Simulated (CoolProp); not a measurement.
Vapour-liquid equilibrium of R125 (1) + R143a (2) at 238.7 K; x and y are mole fractions of (1).

Values from CoolProp's multi-fluid Helmholtz-energy mixture model, Lemmon 2005 and Lemmon and Jacobsen 2000; pair parameters Lemmon 2004.

```tsv
x	bubble pressure (kPa)	y at the bubble point	dew pressure at overall composition x (kPa)	liquid density (mol/L)
0.05	178.4	0.047	178.3	13.39
0.2	176.9	0.195	176.9	13.19
0.35	176.6	0.352	176.6	13.00
0.5	177.5	0.512	177.4	12.81
0.65	179.7	0.670	179.3	12.63
0.8	183.1	0.820	182.5	12.44
0.95	187.6	0.958	187.3	12.25
```

y crosses x between x = 0.2 and 0.35: the model has an azeotrope there.

The pair parameters rest on a limited set of measurements; away from them the model extrapolates.
